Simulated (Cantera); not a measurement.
A perfectly stirred reactor is fed with H2 : O2 : N2 = 0.041 : 1 : 2.3 (molar parts), at 20.0 Torr; it is held at 1200 K, and followed from long to short residence time.

Detailed kinetics in Cantera: the H2/O2 subset of GRI-Mech 3.0, which has no nitrogen chemistry. Radical loss at walls, strong at low pressure, is not modelled.

Task: Predict: x(H2) at τ = 17.0 s; x(O2) at τ = 17.0 s; x(H2O) at τ = 17.0 s; x(H) at τ = 17.0 s; x(O) at τ = 17.0 s; x(H2) at τ = 0.380 s; x(O2) at τ = 0.380 s; x(H2O) at τ = 0.380 s; x(H) at τ = 0.380 s; x(O) at τ = 0.380 s.

Result: 
```json
{
  "x(H2) at τ = 17.0 s": "1.08e-5",
  "x(O2) at τ = 17.0 s": "0.295",
  "x(H2O) at τ = 17.0 s": "0.0123",
  "x(H) at τ = 17.0 s": "3.88e-6",
  "x(O) at τ = 17.0 s": "0.000149",
  "x(H2) at τ = 0.380 s": "0.000102",
  "x(O2) at τ = 0.380 s": "0.294",
  "x(H2O) at τ = 0.380 s": "0.0120",
  "x(H) at τ = 0.380 s": "0.000147",
  "x(O) at τ = 0.380 s": "0.00162"
}
```
